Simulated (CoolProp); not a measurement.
Vapour-liquid equilibrium of m-xylene (1) + o-xylene (2) at 0.00278 MPa; x and y are mole fractions of (1).

Model: multi-fluid Helmholtz-energy mixture model, Zhou 2012 and Zhou 2012; pair parameters Bell 2016, in CoolProp.

Q: Give the bubble temperature and the first vapour's composition at x = 0.05, 0.15, 0.95. Is there an azeotrope?

A: x = 0.05: 45.6 °C, y = 0.060; x = 0.15: 45.2 °C, y = 0.177; x = 0.95: 42.0 °C, y = 0.958. No azeotrope shows between x = 0.05 and 0.95.

Pair parameters are fitted to limited data, so mixtures are less certain than the pure fluids.
